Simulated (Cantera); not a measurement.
Predominance diagram of Cu at 1625 K against the partial pressures of O2 and H2O (log10, bar). Source: NASA polynomial tables (part measured, part estimated), evaluated in Cantera. Candidates: Cu(l), Cu2O(l). Only these pure phases compete in this equilibrium. 

Which phase is stable at these pairs, and which metal-bearing vapour leads over it? (0, -8.9); (-5.6, -7.6); (-4.2, 0); (-7.1, -1.3); (-21.2, -14); (0, -12.7); (-16.9, -12.7)


| log p(O2) | log p(H2O) | phase | chief vapour | log p (bar) |
|---|---|---|---|---|
| 0 | -8.9 | Cu2O(l) | Cu | -5.1 |
| -5.6 | -7.6 | Cu(l) | Cu | -4.2 |
| -4.2 | 0 | Cu(l) | Cu | -4.2 |
| -7.1 | -1.3 | Cu(l) | Cu | -4.2 |
| -21.2 | -14 | Cu(l) | Cu | -4.2 |
| 0 | -12.7 | Cu2O(l) | Cu | -5.1 |
| -16.9 | -12.7 | Cu(l) | Cu | -4.2 |
